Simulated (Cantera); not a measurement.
An isothermal, constant-pressure homogeneous reactor starts with 0.194 % CO, 1.85 % O₂, 0.720 % H₂O, 97.2 % N₂, equivalence ratio 0.053, at 1300 K and 0.550 bar.

Cantera simulation using GRI-Mech 3.0 (53 species, 325 reactions); the numbers are that mechanism's predictions, not measurements.

x: mole fraction; the columns are a selection and need not sum to one.

```json
[
 {"t (s)": "0.000100", "x CO": "0.00194", "x O₂": "0.0185", "x H₂O": "0.00720", "x N₂O": "<1e-12", "x OH": "7.45e-11"},
 {"t (s)": "0.000193", "x CO": "0.00194", "x O₂": "0.0185", "x H₂O": "0.00720", "x N₂O": "<1e-12", "x OH": "2.19e-10"},
 {"t (s)": "0.000373", "x CO": "0.00194", "x O₂": "0.0185", "x H₂O": "0.00720", "x N₂O": "<1e-12", "x OH": "6.95e-10"},
 {"t (s)": "0.000720", "x CO": "0.00194", "x O₂": "0.0185", "x H₂O": "0.00720", "x N₂O": "<1e-12", "x OH": "2.46e-9"},
 {"t (s)": "0.00139", "x CO": "0.00194", "x O₂": "0.0185", "x H₂O": "0.00720", "x N₂O": "1.21e-12", "x OH": "1.17e-8"},
 {"t (s)": "0.00268", "x CO": "0.00194", "x O₂": "0.0185", "x H₂O": "0.00720", "x N₂O": "1.38e-11", "x OH": "1.30e-7"},
 {"t (s)": "0.00518", "x CO": "0.00193", "x O₂": "0.0185", "x H₂O": "0.00719", "x N₂O": "[?]", "x OH": "9.62e-6"},
 {"t (s)": "0.0100", "x CO": "0.00105", "x O₂": "0.0179", "x H₂O": "0.00706", "x N₂O": "[?]", "x OH": "0.000126"},
 {"t (s)": "0.0193", "x CO": "0.000235", "x O₂": "0.0176", "x H₂O": "0.00714", "x N₂O": "[?]", "x OH": "7.81e-5"},
 {"t (s)": "0.0373", "x CO": "5.33e-5", "x O₂": "0.0175", "x H₂O": "0.00718", "x N₂O": "3.31e-7", "x OH": "3.88e-5"},
 {"t (s)": "0.0720", "x CO": "1.25e-5", "x O₂": "0.0175", "x H₂O": "0.00719", "x N₂O": "3.59e-7", "x OH": "2.04e-5"},
 {"t (s)": "0.139", "x CO": "2.79e-6", "x O₂": "0.0175", "x H₂O": "0.00720", "x N₂O": "3.59e-7", "x OH": "1.12e-5"},
 {"t (s)": "0.268", "x CO": "5.61e-7", "x O₂": "0.0175", "x H₂O": "0.00720", "x N₂O": "[?]", "x OH": "6.51e-6"},
 {"t (s)": "0.518", "x CO": "9.67e-8", "x O₂": "0.0175", "x H₂O": "0.00720", "x N₂O": "[?]", "x OH": "4.07e-6"},
 {"t (s)": "1.00", "x CO": "1.64e-8", "x O₂": "0.0175", "x H₂O": "0.00720", "x N₂O": "[?]", "x OH": "2.80e-6"}
]
```

Q: Some entries are withheld; supply them.

A: 
- 0.00518, x N₂O: 1.12e-9
- 0.0100, x N₂O: 1.05e-7
- 0.0193, x N₂O: 2.61e-7
- 0.268, x N₂O: 3.29e-7
- 0.518, x N₂O: 2.67e-7
- 1.00, x N₂O: 1.73e-7
